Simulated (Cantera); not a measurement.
Feed: 1 mol BN, 78 mol H2, 7.4 mol O2, at 0.000140 bar.

Cantera equilibrium calculation (NASA polynomials, part measured and part estimated; ideal gas, pure solids and liquids). Candidate condensed phases: B, BN, B2O3, B3O3H3, H2O; 39 gas species. Kinetics and transport are ignored.

x: gas mole fraction; n: condensed amount in mol.

```csv
T (K),x H2,x H2O,x H,x HBO2,n B2O3(l)
825,0.824,0.169,6.09e-10,1.02e-5,0.492
925,0.824,0.169,2.00e-8,0.000166,0.489
1025,0.824,0.169,3.34e-7,0.00152,0.438
1125,0.820,0.164,[?],[?],[?]
1225,0.819,0.162,2.38e-5,0.0126,0
1325,0.819,0.162,0.000125,0.0126,0
1425,0.818,0.162,[?],0.0126,0
1525,0.817,0.162,0.00181,0.0125,0
1625,0.814,0.162,0.00538,0.0124,0
1725,0.806,0.161,0.0141,0.0123,0
1825,0.789,0.159,0.0331,0.0120,0
1925,0.755,0.155,0.0702,0.0114,0
```

Question: What belongs in the gaps?

Answer: 
- 1425, x H: 0.000522
- 1125, x H: 3.40e-6
- 1125, x HBO2: 0.00907
- 1125, n B2O3(l): 0.141
